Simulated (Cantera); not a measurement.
Input: 1 mol C₂F₆, 0.16 mol HCl, 0.87 mol H₂, held at 3050 °C and 0.0100 bar.

Cantera equilibrium calculation (NASA polynomials, part measured and part estimated; ideal gas, pure solids and liquids). The feed counts by its element totals alone. The numbers say what is thermodynamically allowed, not how fast it happens.

```json
[
 {"species": "HF", "before": "0.203", "after": "0.611"},
 {"species": "CF₄", "before": "1.66e-9", "after": "0.326"},
 {"species": "Cl", "before": "0.0218", "after": "0.0484"},
 {"species": "F", "before": "0.565", "after": "0.00241"},
 {"species": "C₃", "before": "0.0523", "after": "<1e-9"},
 {"species": "C", "before": "0.0343", "after": "<1e-9"},
 {"species": "C₂", "before": "0.0134", "after": "<1e-9"},
 {"species": "H", "before": "0.0566", "after": "3.12e-7"},
 {"species": "CF", "before": "0.0504", "after": "3.18e-6"},
 {"species": "C₅", "before": "0.000415", "after": "<1e-9"},
 {"species": "C₂H", "before": "0.000381", "after": "<1e-9"},
 {"species": "CClF₃", "before": "<1e-9", "after": "0.000313"},
 {"species": "C₄", "before": "0.000173", "after": "<1e-9"},
 {"species": "H₂", "before": "0.000213", "after": "1.16e-8"},
 {"species": "Cl₂", "before": "1.91e-8", "after": "0.000298"},
 {"species": "C(graphite), mol", "before": "0", "after": "0.962"}
]
```
Gas species are given as mole fractions.

**Question.** Which change was made?
A. C₂F₆ replaced by CHF₃
B. temperature from 3050 °C to 1502 °C
C. pressure from 0.0100 bar to 2.50e-5 bar
D. temperature from 3050 °C to 552 °C

**Answer.** B, temperature from 3050 °C to 1502 °C. Gases not in the tables: C₂F₆ and larger saturated fluorocarbons
